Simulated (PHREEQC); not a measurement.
A solution holds 0.12 mol/kgw MnSO4, 0.15 mol/kgw NiCl2, 0.0033 mol/kgw H2SO4 and 0.27 mol/kgw Na2SO4, at 55 °C. Closed to the air; pH follows from the charge balance.

Computed with PHREEQC (ion-association model, wateq4f.dat).

No solid was allowed to form.

Q: Predict the pH.

A: pH 3.15.

Q: In which forms is Na present?

A: Na+ 86 %, NaSO4- 14 % of the Na.

The ionic strength is past about 0.7 mol/kgw, beyond the range of this activity model, so the values are rough. At this temperature some constants are extrapolated from 25 °C, and those without enthalpy data are left unchanged.
